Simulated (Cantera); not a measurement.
A freely propagating, adiabatic, planar premixed flame of 8.73 % CH₄, 19.2 % O₂, 72.1 % N₂, equivalence ratio 0.91, unburnt at 425 K and 90.0 Torr; mixture-averaged transport, grid criteria slope 0.08 and curve 0.16, no radiation.

Detailed kinetics in Cantera: GRI-Mech 3.0 (53 species, 325 reactions). Burning velocities carry a grid error of a few per cent, more on coarse grids.

Task: Predict: laminar burning velocity; thermal thickness; peak x(H₂O₂); peak x(HO₂); peak x(CO).

Result: 
- laminar burning velocity = 101 cm/s
- thermal thickness = 2.44 mm
- peak x(H₂O₂) = 4.50e-6
- peak x(HO₂) = 0.000136
- peak x(CO) = 0.0507
